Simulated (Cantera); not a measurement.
An adiabatic, constant-volume homogeneous reactor starts with 2.32 % CH4, 15.0 % O2, 79.4 % N2, 3.25 % CO2, equivalence ratio 0.31, at 1500 K and 5.00 bar.

Detailed kinetics in Cantera: GRI-Mech 3.0 (53 species, 325 reactions).

**Question.** Predict: time of steepest temperature rise; temperature at 0.900 s; equilibrium temperature; x(O2) at 0.900 s; x(CO2) at 0.900 s; x(H2) at 0.900 s.

**Answer.** 
| Quantity | Result |
|---|---|
| time of steepest temperature rise | 0.299 ms |
| temperature at 0.900 s | 2104 K |
| equilibrium temperature | 2104 K |
| x(O2) at 0.900 s | 0.0996 (gas-phase equilibrium 0.0996) |
| x(CO2) at 0.900 s | 0.0555 (gas-phase equilibrium 0.0555) |
| x(H2) at 0.900 s | 3.37e-5 (gas-phase equilibrium 3.36e-5) |
